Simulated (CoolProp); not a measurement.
R143a at 262.51 K and 0.257 MPa flows at 0.06 m/s in a round tube of 6 mm bore and 1.5 µm roughness, fully developed (64/Re and Nu = 3.66 if laminar; Colebrook and Gnielinski if turbulent). Each further row changes one setting.

The numbers come from the reference Helmholtz-energy equation of state, Lemmon and Jacobsen 2000 in CoolProp.

```tsv
case	Reynolds number	Darcy friction factor	pressure drop (Pa/m)	heat-transfer coefficient (W/(m² K))	mass flow (kg/h)
as stated	391	0.164	0.523	7.26	0.0651
velocity 0.12 m/s	782	0.0819	1.05	7.26	0.130
diameter 12 mm	782	0.0819	0.131	3.63	0.260
```

Viscosity comes from a separate model (Klein 1997), an estimate that may be off by 10 % or more. Thermal conductivity comes from a separate model (McLinden 2000), an estimate that may be off by 10 % or more.
